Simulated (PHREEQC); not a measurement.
Synthetic water in mg/L, 10 °C, pH 7.07, pe 12.8: Na 11.2; K 0.2; Ca 13.2; Mg 1.06; Cl 15.9; S(6) as SO4 10.7; Alkalinity as HCO3 33.9; Zn 0.0941; Pb 0.0266; N(5) as NO3 0.27; Cu(2) 0.492; Cd 1.51; Li 0.0375.

Valence states are taken as typed.

Model: ion-association model, wateq4f.dat, run in PHREEQC.

No solid was allowed to form.

Q: Order these Zn species by the share of Zn that they hold, largest first: ZnSO4, ZnHCO3+, ZnOH+, Zn+2, ZnCO3.

A: Zn+2 (90 %), ZnHCO3+ (5.1 %), ZnCO3 (3.0 %), ZnSO4 (1.4 %), ZnOH+ (0.31 %)

The pH is 7.07 and the ionic strength 0.00172 mol/kgw. The solution is supersaturated, for example in Otavite, Malachite, so a real one may precipitate; this is no full list. Away from 25 °C the constants follow the database's enthalpies or fits; those with neither stay at their 25 °C values. The database's constant for dissolved Cu(OH)2 is higher than later reviews accept.
